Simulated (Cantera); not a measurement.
## Thermodynamics of chlorosilane synthesis and conversion, feed SiCl₄ + Cl₂ + H₂

Feed: 1 mol SiCl₄, 0.55 mol Cl₂, 3.4 mol H₂, at 1098.15 K and 1.00 bar.

These are equilibrium values from Cantera (NASA tables, ideal gas, pure condensed phases), not measurements of a reactor. Candidate condensed phases: Si; 19 gas species. The tables' values for SiCl₃ are old estimates; treat these amounts as uncertain. Kinetics and transport are ignored.

The x(H₂) is 0.568 and the x(HCl) is 0.230. The x(SiCl₄) is 0.194 and the x(SiHCl₃) is 0.00700. The x(SiCl₃) comes out as 0.000509, the x(SiH₂Cl₂) is 3.02e-5 and the x(SiCl₂) is 1.87e-5. The gas amount is 4.951 mol. The log10 activity of Si(s) (absent) is -4.00.
